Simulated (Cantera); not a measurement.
An isothermal, constant-pressure homogeneous reactor starts with CO : O₂ : H₂O : N₂ = 0.012 : 0.018 : 0.024 : 1 (molar parts), at 1250 K and 0.237 atm.

Computed with Cantera and GRI-Mech 3.0 (53 species, 325 reactions).

x: mole fraction; the columns are a selection and need not sum to one.

| t (s) | x CO | x O₂ | x H₂O | x H | x CO₂ |
|---|---|---|---|---|---|
| 1.00e-5 | 0.0114 | 0.0171 | 0.0228 | <1e-12 | 4.94e-11 |
| 2.82e-5 | 0.0114 | 0.0171 | 0.0228 | <1e-12 | 1.40e-10 |
| 7.95e-5 | 0.0114 | 0.0171 | 0.0228 | 7.54e-12 | 4.02e-10 |
| 0.000224 | 0.0114 | 0.0171 | 0.0228 | 8.42e-11 | … |
| 0.000631 | 0.0114 | 0.0171 | 0.0228 | 8.30e-10 | 5.75e-9 |
| 0.00178 | 0.0114 | 0.0171 | 0.0228 | 1.76e-8 | 1.04e-7 |
| 0.00502 | 0.0112 | 0.0170 | 0.0227 | 2.50e-5 | 0.000139 |
| 0.0141 | 0.00172 | 0.0124 | 0.0216 | 0.000950 | 0.00970 |
| 0.0399 | 0.000143 | 0.0115 | 0.0227 | 3.49e-5 | 0.0113 |
| 0.112 | 1.64e-5 | 0.0114 | 0.0229 | 1.27e-6 | 0.0114 |
| 0.317 | 2.00e-6 | 0.0114 | 0.0229 | 7.71e-8 | 0.0114 |
| 0.893 | … | 0.0114 | 0.0229 | … | 0.0115 |
| 2.52 | 6.16e-8 | 0.0114 | 0.0229 | 1.07e-9 | 0.0115 |
| 7.10 | 2.07e-8 | 0.0114 | 0.0229 | 2.56e-10 | 0.0115 |
| 20.0 | 1.25e-8 | 0.0114 | 0.0229 | 1.31e-10 | 0.0115 |

Q: What belongs in the gaps?

A: 
- 0.000224, x CO₂: 1.25e-9
- 0.893, x CO: 2.88e-7
- 0.893, x H: 7.32e-9
